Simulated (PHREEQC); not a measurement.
**Nickel, zinc or cadmium bath (model solution)**

Solution (25 °C): 59 mmol/kgw CdCl2, 0.66 mmol/kgw H3BO3 and 0.093 mmol/kgw FeSO4. Closed to the air; pH follows from the charge balance.

All values are PHREEQC results (ion-association model, phreeqc.dat), not measurements.

Each row changes one thing in this solution. No solid was allowed to form.

```
case                                      pH  ionic strength (mol/kgw)  Cl- (mol/kgw)  CdCl+ (mol/kgw)  Cd+2 (mol/kgw)  CdCl2 (mol/kgw)  SI of Cd(OH)2 (Cd(OH)2)
--------------------------------------  ----  ------------------------  -------------  ---------------  --------------  ---------------  -----------------------
as made                                 5.48                    0.0827         0.0672           0.0373          0.0150          0.00634                    -4.92
H3BO3 from 0.00066 to 0.00033 mol/kgw   5.48                    0.0827         0.0672           0.0373          0.0150          0.00634                    -4.91
FeSO4 left out                          5.48                    0.0824         0.0671           0.0374          0.0150          0.00634                    -4.92
FeSO4 from 9.3e-05 to 0.000102 mol/kgw  5.48                    0.0827         0.0672           0.0373          0.0150          0.00634                    -4.92
diluted 2-fold with water               5.63                    0.0486         0.0380           0.0172          0.0104          0.00181                    -4.72
CdCl2 from 0.059 to 0.0531 mol/kgw      5.50                    0.0764         0.0617           0.0333          0.0143          0.00527                    -4.89
FeSO4 from 9.3e-05 to 0.000186 mol/kgw  5.48                    0.0830         0.0672           0.0373          0.0150          0.00633                    -4.92
```

Complexes and solids missing from the database can't appear.
